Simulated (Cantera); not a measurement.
## Ignition delay

Mixture: 5.06 % CH4, 0.556 % CO, 23.6 % O2, 70.8 % N2, at 3750 Torr, adiabatic and at constant volume. Ignition delay is the time to a rise of 400 K.

Model: GRI-Mech 3.0 (53 species, 325 reactions), integrated in Cantera.

```
T0 (K)  delay (ms)
------  ----------
1175          7.98
1250          2.97
1325          1.20
1400         0.529
1475         0.251
1550         0.128
1625        0.0704
1700        0.0410
1775        0.0252
```

```yaml
apparent activation energy between 1625 and 1775 K: 160 kJ/mol
```
